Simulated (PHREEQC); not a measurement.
PHREEQC input (ion-association model, wateq4f.dat):

```
SOLUTION_MASTER_SPECIES
  An  An-  0  An  62.0  # stands for a non-complexing anion
SOLUTION_SPECIES
  An- = An-
    -log_k 0
    -gamma 3.0 0
PHASES
  Fix_H+
    H+ = H+
    -log_k 0
SOLUTION 1
  temp 25
  units mmol/kgw
  pH 7 charge
  S(6) 0.0074
  Zn 0.0074
  Na 10
  An 10
END
SELECTED_OUTPUT 1
  -reset false
  -pH true
  -pe true
  -ionic_strength true
  -water true
  -totals Na S Zn S(-2) S(6)
  -molalities Hfo_wOH Hfo_wOH2+ Hfo_wO- Hfo_sOH Hfo_sOH2+ Hfo_sO- Hfo_wSO4- Hfo_wOHSO4-2 Hfo_sOZn+ Hfo_wOZn+
  -saturation_indices Zn(OH)2-a Zn4(OH)6SO4 Mirabilite Goslarite
USER_PUNCH 1
  -headings sigma psi
  10 PUNCH EDL("sigma", "Hfo"), EDL("psi", "Hfo")
PRINT
  -reset false
USE solution 1
SURFACE 1
  Hfo_wOH 0.00561798 600 2.5
  Hfo_sOH 0.000140449
EQUILIBRIUM_PHASES 1
  Fix_H+ -3 HAn 10
    -force_equality true
  O2(g) -0.68 10
END
# ... the last block is repeated for the other 12 points of pH, with NaOH or the acid as the point needs
```

Selected output (columns that matter, 12 of 13 rows; pH added in front):

```
pH	mu	Na	S	Zn	m_Hfo_wOH	m_Hfo_wOH2+	m_Hfo_wO-	m_Hfo_sOH	si_Zn(OH)2-a	si_Zn4(OH)6SO4	si_Mirabilite	si_Goslarite	sigma	psi
3	0.013694	0.01	1.2619e-10	7.3997e-06	0.00059469	0.0050143	1.6158e-06	1.4887e-05	-11.775	-41.842	-13.131	-13.508	0.32996	0.19901
3.67	0.012304	0.01	2.0267e-10	7.3945e-06	0.0015793	0.004017	1.4224e-05	3.9533e-05	-10.427	-37.554	-12.89	-13.264	0.26326	0.19016
4.33	0.011504	0.01	6.2944e-10	7.3175e-06	0.0026913	0.0028613	5.7993e-05	6.7334e-05	-9.1066	-33.089	-12.385	-12.761	0.18406	0.17353
5	0.010931	0.01	3.2447e-09	6.3471e-06	0.0035406	0.0019203	0.00014955	8.7996e-05	-7.8246	-28.584	-11.666	-12.101	0.11596	0.15119
5.67	0.010533	0.01	2.4609e-08	2.1589e-06	0.0040158	0.0013132	0.00028132	9.6936e-05	-6.9504	-25.544	-10.781	-11.684	0.067439	0.12455
6.33	0.010284	0.01	2.4704e-07	1.9325e-07	0.004217	0.00097613	0.00041736	0.00010038	-6.6774	-24.768	-9.7765	-11.727	0.036392	0.094383
7.67	0.010051	0.01	6.5841e-06	6.1399e-10	0.0043097	0.00069478	0.00061241	0.00010233	-6.5172	-25.38	-8.3481	-12.82	0.0057997	0.024408
8.33	0.010046	0.01006	7.347e-06	4.8048e-11	0.0043115	0.00062836	0.00067772	0.00010236	-6.4735	-26.478	-8.2953	-14.048	-0.0027813	-0.012043
9	0.010133	0.010227	7.3969e-06	1.6358e-11	0.0043001	0.00055699	0.00076053	0.00010208	-6.4211	-27.606	-8.2793	-15.334	-0.012928	-0.048648
9.67	0.0103	0.010519	7.3997e-06	1.7037e-11	0.004254	0.00045752	0.00090611	0.00010099	-6.3357	-28.606	-8.257	-16.59	-0.029066	-0.083506
10.33	0.010695	0.011123	7.3999e-06	2.474e-11	0.0041073	0.00032647	0.0011838	9.7507e-05	-6.1892	-29.343	-8.2136	-17.767	-0.055984	-0.11478
11	0.01193	0.012711	7.3998e-06	5.5898e-11	0.0037073	0.00018222	0.0017279	8.8011e-05	-5.936	-29.681	-8.1128	-18.864	-0.10132	-0.14207
```

The oxide is taken as insoluble; below pH 4 it would dissolve.
